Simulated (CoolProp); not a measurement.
Vapour pressure (MPa) of isobutane: the reference equation beside estimates from Tc = 134.7 °C, pc = 3.629 MPa, ω = 0.184. Clausius-Clapeyron is anchored at 57.65 °C with a constant enthalpy of vaporisation of 16.75 kJ/mol.

Computed with CoolProp (reference Helmholtz-energy equation of state, Bücker 2006).

```tsv
T (°C)	reference	Clausius-Clapeyron	van der Waals	Soave-Redlich-Kwong	Peng-Robinson
40.85	0.5432	0.5940	1.163	0.5467	0.5412
43.25	0.5780	0.6237	1.205	0.5821	0.5760
45.65	0.6145	0.6543	1.249	0.6191	0.6125
48.05	0.6526	0.6860	1.294	0.6579	0.6506
50.45	0.6925	0.7186	1.340	0.6984	0.6905
52.85	0.7341	0.7523	1.386	0.7407	0.7322
55.25	0.7776	0.7871	1.434	0.7849	0.7758
57.65	0.8229	0.8229	1.483	0.8311	0.8212
60.05	0.8702	0.8598	1.533	0.8791	0.8686
62.45	0.9194	0.8978	1.583	0.9292	0.9180
64.85	0.9706	0.9369	1.635	0.9813	0.9695
67.25	1.024	0.9772	1.688	1.036	1.023
69.65	1.079	1.019	1.742	1.092	1.079
72.05	1.137	1.061	1.797	1.151	1.137
```

Absolute difference from the reference over all 14 rows, mean and median: Clausius-Clapeyron 4.3 and 4.2 %, van der Waals 83.7 and 82.3 %, Soave-Redlich-Kwong 1.0 and 1.0 %, Peng-Robinson 0.2 and 0.2 %.
